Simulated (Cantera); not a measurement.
## Al2O3 + H2 (sublimation and decomposition of ceramics)

Input: 1 mol Al2O3, 7.3 mol H2, equilibrated at 10000 Pa.

Cantera equilibrium calculation (NASA polynomials, part measured and part estimated; ideal gas, pure solids and liquids). Candidate condensed phases: Al, Al2O3, H2O; 19 gas species. The tables' values for AlOH are old estimates; treat these amounts as uncertain. The numbers say what is thermodynamically allowed, not how fast it happens.

From 1775 K to 2275 K the condensed part is Al2O3(s). From 2375 K to 2975 K the condensed part is Al2O3(l). The main Al-bearing gas is Al throughout.

```
T (K)   x H2       x H     x H2O      x Al    x Al2O  n Al2O3(s)  n Al2O3(l)
-----  -----  --------  --------  --------  --------  ----------  ----------
1775   0.999  0.000915   2.26e-5   1.05e-5   2.00e-6       1.000           0
1875   0.998   0.00207   6.92e-5   3.14e-5   7.51e-6       1.000           0
1975   0.995   0.00432  0.000190   8.34e-5   2.42e-5       0.999           0
2075   0.991   0.00838  0.000471  0.000200   6.86e-5       0.999           0
2175   0.983    0.0153   0.00107  0.000437  0.000174       0.997           0
2275   0.970    0.0264   0.00227  0.000888  0.000403       0.993           0
2375   0.949    0.0435   0.00434   0.00166  0.000808           0       0.986
2475   0.919    0.0682   0.00752   0.00290   0.00142           0       0.975
2575   0.876     0.103    0.0123   0.00478   0.00235           0       0.958
2675   0.819     0.148    0.0189   0.00752   0.00367           0       0.931
2775   0.745     0.204    0.0275    0.0113   0.00543           0       0.890
2875   0.655     0.271    0.0375    0.0163   0.00766           0       0.828
2975   0.550     0.343    0.0474    0.0228    0.0104           0       0.733
```
x: gas mole fraction; n: condensed amount in mol.
